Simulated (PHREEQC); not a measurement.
Solution (25 °C): 0.021 mol HNO3, 0.0012 mol ZnSO4 and 0.00022 mol KCl per kg of water. Closed to the air; pH follows from the charge balance.

Computed with PHREEQC (ion-association model, wateq4f.dat).

| quantity | before | after |
|---|---|---|
| pH | 1.75 | 1.74 |
| ionic strength (mol/kgw) | 0.0246 | 0.0243 |
| ZnSO4 (mol/kgw) | 4.61e-5 | 3.77e-5 |
| Zn(SO4)2-2 (mol/kgw) | 2.07e-7 | 1.53e-7 |
| SI of Goslarite (ZnSO4:7H2O) | -4.75 | -4.83 |
| SI of Zincite(c) (ZnO) | -10.83 | -10.88 |

**Question.** Which change was made?
(A) HNO3 from 0.021 to 0.0189 mol/kgw
(B) HNO3 left out
(C) KCl left out
(D) ZnSO4 from 0.0012 to 0.00108 mol/kgw

**Answer.** D, ZnSO4 from 0.0012 to 0.00108 mol/kgw

No solid was allowed to form.
